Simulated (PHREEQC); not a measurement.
A column of 1 m (40 cells, dispersivity 0.035 m, 60 s a shift, diffusion coefficient 3e-10 m²/s) holds 0.078 eq of the database's cation exchanger X per kg of pore water, first in equilibrium with 49 mmol/kgw CdCl2 and 0.01 mmol/kgw HCl. It is flushed with 1.5 mmol/kgw KCl, 10 mmol/kgw CaCl2, 34 mmol/kgw BaCl2 and 0.01 mmol/kgw HCl, at 25 °C. Values are for the last cell. No CO2 enters from the air. Nothing may precipitate in this run.

Model: ion-association model, phreeqc.dat, run in PHREEQC.

```csv
pore volumes,Ba in solution (mol/kgw),Ca in solution (mol/kgw),K in solution (mol/kgw),Cd in solution (mol/kgw),CaX2 on the exchanger (mol/kgw)
0,0,0,0,0.0490,0
0.2625,0,0,0,0.0490,0
0.3875,0,0,0,0.0490,0
0.6375,1.75e-14,6.89e-13,2.94e-9,0.0488,1.97e-12
0.7625,4.03e-12,9.09e-11,8.32e-8,0.0482,2.61e-10
1.012,7.83e-9,6.82e-8,5.29e-6,0.0466,1.99e-7
1.262,1.84e-6,6.69e-6,6.32e-5,0.0454,1.98e-5
1.387,1.98e-5,4.62e-5,0.000157,0.0450,0.000137
1.637,0.00152,0.00143,0.000647,0.0416,0.00362
1.762,0.00790,0.00494,0.00104,0.0314,0.00805
2.013,0.0252,0.0102,0.00141,0.00863,0.00876
2.263,0.0313,0.0107,0.00148,0.00201,0.00798
2.388,0.0325,0.0106,0.00149,0.000968,0.00773
2.638,0.0335,0.0103,0.00150,0.000227,0.00742
2.763,0.0337,0.0102,0.00150,0.000110,0.00734
3.013,0.0339,0.0101,0.00150,2.60e-5,0.00724
3.263,0.0339,0.0100,0.00150,6.12e-6,0.00719
3.388,0.0340,0.0100,0.00150,2.97e-6,0.00718
3.638,0.0340,0.0100,0.00150,6.97e-7,0.00717
3.763,0.0340,0.0100,0.00150,3.38e-7,0.00716
4.013,0.0340,0.0100,0.00150,7.91e-8,0.00716
```
